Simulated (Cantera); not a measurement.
# Hydrocarbon pyrolysis for carbon deposition

A perfectly stirred reactor is fed with CH4 : N2 = 1 : 25 (molar parts), at 0.0267 bar; it is held at 1825 K, and followed from long to short residence time.

Computed with Cantera and GRI-Mech 3.0 (53 species, 325 reactions). GRI-Mech 3.0 stops at C3 and has no aromatics, soot or wall deposition, so with more carbon than oxygen in the feed, carbon stays in small species such as C2H2 where larger ones or solid carbon would form. Radical loss at walls, strong at low pressure, is not modelled.

```json
[
 {"τ (s)": "0.36", "x CH4": "0.00678", "x CH2": "1.91e-6", "x C2H2": "0.0149", "x H": "0.000180", "x C2H": "5.76e-7", "x CH3": "0.000515", "x H2": "0.0450"},
 {"τ (s)": "0.16", "x CH4": "0.0110", "x CH2": "2.21e-6", "x C2H2": "0.0126", "x H": "0.000138", "x C2H": "4.38e-7", "x CH3": "0.000725", "x H2": "0.0386"},
 {"τ (s)": "0.072", "x CH4": "0.0168", "x CH2": "2.39e-6", "x C2H2": "0.00935", "x H": "9.83e-5", "x C2H": "3.01e-7", "x CH3": "0.000959", "x H2": "0.0297"},
 {"τ (s)": "0.032", "x CH4": "0.0243", "x CH2": "2.27e-6", "x C2H2": "0.00530", "x H": "5.80e-5", "x C2H": "1.62e-7", "x CH3": "0.00115", "x H2": "0.0184"},
 {"τ (s)": "0.014", "x CH4": "0.0321", "x CH2": "1.60e-6", "x C2H2": "0.00161", "x H": "2.33e-5", "x C2H": "5.06e-8", "x CH3": "0.00111", "x H2": "0.00717"},
 {"τ (s)": "0.0064", "x CH4": "0.0367", "x CH2": "6.88e-7", "x C2H2": "0.000196", "x H": "6.75e-6", "x C2H": "8.07e-9", "x CH3": "0.000739", "x H2": "0.00156"},
 {"τ (s)": "0.0029", "x CH4": "0.0380", "x CH2": "1.94e-7", "x C2H2": "1.15e-5", "x H": "2.52e-6", "x C2H": "7.54e-10", "x CH3": "0.000368", "x H2": "0.000305"},
 {"τ (s)": "0.0013", "x CH4": "0.0383", "x CH2": "4.79e-8", "x C2H2": "5.13e-7", "x H": "1.68e-6", "x C2H": "3.40e-11", "x CH3": "0.000167", "x H2": "9.35e-5"}
]
```
x: mole fraction; the columns are a selection and need not sum to one.
